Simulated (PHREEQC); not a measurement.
Na2SO4 is added in steps, without added water, to 1 kg of water holding 0.023 mol/kgw HF, 0.0011 mol/kgw KF and 0.059 mol/kgw H3PO4, at 20 °C. O2 is buffered at 0.21 atm. No CO2 enters from the air. Only these solids could form: Mirabilite.

Base run: PHREEQC, ion-association model, wateq4f.dat. Each further column changes one thing. The table gives SO4-2 (mol/kgw).

```csv
Na2SO4 added (mol),base,Debye-Hückel limiting law,all activity coefficients set to 1,Davies equation for every ion,metal-ligand complexes left out
0,0,0,0,0,0
0.011,0.00610,0.00671,0.00467,0.00618,0.00630
0.01925,0.0112,0.0125,0.00842,0.0113,0.0118
0.03025,0.0182,0.0209,0.0135,0.0184,0.0197
0.0385,0.0237,0.0275,0.0172,0.0238,0.0260
0.0495,0.0310,0.0366,0.0220,0.0310,0.0348
0.05775,0.0365,0.0437,0.0255,0.0364,0.0415
0.06875,0.0438,0.0533,0.0300,0.0435,0.0507
0.077,0.0493,0.0606,0.0331,0.0487,0.0578
0.088,0.0565,0.0706,0.0372,0.0556,0.0673
```

wateq4f.dat counts part of the HF as a dimer, H2F2, which phreeqc.dat doesn't know; its constant is uncertain. H3PO4, which wateq4f.dat lacks, is added to it with the constant of phreeqc.dat.
